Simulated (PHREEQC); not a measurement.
**Ultrapure water in contact with air or piping: an equilibrium model**

Synthetic water in mg/L, 25 °C, pH 6.67, pe 9.1:

| constituent | mg/L |
|---|---|
| Na | 0.0394 |
| K | 0.0167 |
| Ca | 0.0105 |
| Mg | 0.0646 |
| Cl | 0.079 |
| S(6) as SO4 | 0.0137 |
| Alkalinity as HCO3 | 0.335 |
| Pb | 0.00211 |
| Si as SiO2 | 0.000173 |

Valence states are taken as typed.

Model: ion-association model, phreeqc.dat, run in PHREEQC.

| Item | Result |
|---|---|
| ionic strength | 1.13e-5 mol/kgw |
| charge-balance error | 0.0 % |

```json
[
 {"species": "HCO3-", "molality": "5.65e-6", "activity": "5.63e-6", "log γ": "-0.002"},
 {"species": "CO2", "molality": "2.71e-6", "activity": "2.71e-6", "log γ": "0.000"},
 {"species": "Mg+2", "molality": "2.66e-6", "activity": "2.61e-6", "log γ": "-0.007"},
 {"species": "Cl-", "molality": "2.23e-6", "activity": "2.22e-6", "log γ": "-0.002"},
 {"species": "Na+", "molality": "1.71e-6", "activity": "1.71e-6", "log γ": "-0.002"},
 {"species": "K+", "molality": "4.27e-7", "activity": "4.25e-7", "log γ": "-0.002"},
 {"species": "Ca+2", "molality": "2.62e-7", "activity": "2.58e-7", "log γ": "-0.007"},
 {"species": "H+", "molality": "2.15e-7", "activity": "2.14e-7", "log γ": "-0.002"}
]
```

No solid was allowed to form.
